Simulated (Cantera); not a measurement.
A closed system holds: 1 mol Al, 0.1 mol HI, equilibrated at 1275 K.

These are equilibrium values from Cantera (NASA tables, ideal gas, pure condensed phases), not measurements of a reactor. Candidate condensed phases: Al, AlI₃, I₂; 11 gas species. Rates play no part.

Problem. What share of the Al ends up in condensed phases as a function of P (Pa), at 1000, 2400, 5600, 13000, 32000, 75000, 180000, 420000, 1000000?

Solution. 
```csv
P (Pa),Al condensed (%),as
1000,90.0,Al(l)
2400,90.1,Al(l)
5600,90.3,Al(l)
13000,91.2,Al(l)
32000,93.0,Al(l)
75000,94.5,Al(l)
180000,95.4,Al(l)
420000,96.0,Al(l)
1000000,96.3,Al(l)
```
